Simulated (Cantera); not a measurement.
Charge: 1 mol Si, 0.0056 mol O2, 2.7 mol N2, equilibrated at 1075 °C and 51.0 Pa.

Method: chemical equilibrium by Gibbs-energy minimisation in Cantera with the NASA 1993 tables (ideal gas, pure condensed phases). Candidate condensed phases: Si, SiO2, Si2N2O, Si3N4; 16 gas species. N2 is the only nitrogen source here; it is nearly inert below about 1500 K, so the nitride shown seldom forms there in practice. Mutual solubility and eutectic melting of coexisting phases are not modelled. Equilibrium is a limit: real reactors are often held back by kinetics, nucleation or transport.

Base state: N2 1.000 (mole fractions); condensed: Si2N2O(s) + Si3N4(s).

### Question
What changes in the equilibrium state with this change: Si replaced by SiC?

### Answer
| species | before | after |
|---|---|---|
| N2 | 1.000 | 0.997 |
| CO | 0 | 0.00276 |
| SiO | 4.10e-6 | 1.16e-5 |
| Si2N2O(s), mol | 0.0112 | 0.00371 |
| Si3N4(s), mol | 0.326 | 0 |
| SiC(s), mol | 0 | 0.993 |
Further candidate phases: C, SiC.

### Question
What changes in the equilibrium state with this change: temperature from 1075 °C to 1677 °C?

### Answer
| species | before | after |
|---|---|---|
| N2 | 1.000 | 0.948 |
| Si | 8.18e-9 | 0.0467 |
| SiO | 4.10e-6 | 0.00393 |
| Si2 | <1e-9 | 0.000428 |
| Si2N | <1e-9 | 0.000416 |
| Si2N2O(s), mol | 0.0112 | 0 |
| Si3N4(s), mol | 0.326 | 0 |
| Si(l), mol | 0 | 0.849 |
The tables' values for SiN are old estimates; treat these amounts as uncertain.
